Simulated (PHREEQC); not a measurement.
Make-up at 20 °C: 0.087 mol/kgw Cu(NO3)2, 0.00015 mol/kgw HCl and 0.001 mol/kgw NaCl. Closed to the air; pH follows from the charge balance.

All values are PHREEQC results (ion-association model, phreeqc.dat), not measurements.

The pH comes out as 3.90, the ionic strength is 0.262 mol/kgw and the specific conductance comes out as 13700 µS/cm. The density comes out as 1.012 g/cm³ and the total alkalinity is -0.150 meq/kg.

```tsv
species	molality	activity	log γ
NO3-	0.174	0.117	-0.172
Cu+2	0.0869	0.0265	-0.516
Cl-	0.00109	0.000760	-0.156
Na+	0.00100	0.000737	-0.132
H+	0.000161	0.000127	-0.103
CuCl+	6.04e-5	4.22e-5	-0.155
Cu2(OH)2+2	3.84e-6	1.14e-6	-0.526
CuOH+	2.97e-6	2.08e-6	-0.155
```

Precipitation was switched off in this run.
